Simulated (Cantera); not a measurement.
Feed: 1 mol Fe, 0.044 mol H2S, 4.5 mol N2, equilibrated at 827 °C and 460000 Pa.

Cantera equilibrium calculation (NASA polynomials, part measured and part estimated; ideal gas, pure solids and liquids). Candidate condensed phases: Fe, FeS, FeS2, S; 16 gas species. Mutual solubility and eutectic melting of coexisting phases are not modelled. FeS: taken at fixed stoichiometry. Kinetics and transport are ignored.

Base state: N2 0.990, H2 0.00966, H2S 2.21e-5 (mole fractions); condensed: Fe(α) + FeS(s).

Task: What changes in the equilibrium state with this change: 0.51 mol CO2 added?

Result: 
```json
[
 {"species": "N2", "before": "0.990", "after": "0.890"},
 {"species": "CO", "before": "0", "after": "0.0825"},
 {"species": "CO2", "before": "0", "after": "0.0184"},
 {"species": "H2O", "before": "0", "after": "0.00160"},
 {"species": "H2", "before": "0.00966", "after": "0.00708"},
 {"species": "H2S", "before": "2.21e-5", "after": "1.62e-5"},
 {"species": "Fe(α), mol", "before": "0.956", "after": "0.547"},
 {"species": "FeS(s), mol", "before": "0.0439", "after": "0.0439"},
 {"species": "FeO(s), mol", "before": "0", "after": "0.409"}
]
```
The tables' stoichiometric FeO is somewhat more stable than real wüstite, so its field is too wide. FeO, FeS: taken at fixed stoichiometry. Further candidate phases: C, C6H6, C7H8, C8H18, Fe(CO)5, FeO, Fe(OH)2, Fe(OH)3, FeSO4, Fe2O3, Fe2(SO4)3, Fe3O4, H2O, H2SO4.
